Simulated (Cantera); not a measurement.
**Fe + O2 + N2 (metals in furnace atmospheres)**

A closed system holds: 1 mol Fe, 0.096 mol O2, 100 mol N2, at 1502 °C and 1.00 bar.

Equilibrium computed with Cantera from the NASA thermochemical tables; the gas is ideal and each condensed phase is pure. Candidate condensed phases: Fe, FeO, Fe2O3, Fe3O4; 11 gas species. Mutual solubility and eutectic melting of coexisting phases are not modelled. The tables' stoichiometric FeO is somewhat more stable than real wüstite, so its field is too wide. FeO: taken at fixed stoichiometry. Kinetics and transport are ignored.

The x(N2) comes out as 1.000. The x(Fe) is 2.04e-5, the n(Fe(δ)) is 0.806 mol and the n(FeO(l)) comes out as 0.192 mol. The gas amount is 100.0 mol.
